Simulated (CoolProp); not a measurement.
Vapour-liquid equilibrium of n-pentane (1) + benzene (2) at 768 kPa; x and y are mole fractions of (1).

Computed with CoolProp (multi-fluid Helmholtz-energy mixture model, Thol 2019 and Thol 2012; pair parameters Bell 2016).

```tsv
x	bubble temperature, mixture model (K)	bubble temperature, Raoult's law (K)	y, mixture model	y, Raoult's law
0.05	431.3	433.1	0.136	0.123
0.15	421.6	425.5	0.339	0.324
0.25	?	418.8	0.480	0.480
0.35	408.3	412.8	?	0.603
0.45	403.4	407.4	0.670	0.701
0.55	399.3	402.5	0.741	0.781
0.65	395.7	398.0	?	0.846
0.75	392.3	393.9	0.862	0.900
0.85	389.3	390.2	?	0.945
0.95	386.4	386.7	?	0.983
```

Problem. Complete the blanks.

Solution. 
- 0.25, bubble temperature, mixture model (K): 414.2
- 0.35, y, mixture model: 0.586
- 0.65, y, mixture model: 0.804
- 0.85, y, mixture model: 0.918
- 0.95, y, mixture model: 0.973

The largest gap from Raoult's law is -4.6 K in bubble temperature, at x = 0.25. No azeotrope shows between x = 0.05 and 0.95.

The pair parameters rest on a limited set of measurements; away from them the model extrapolates.
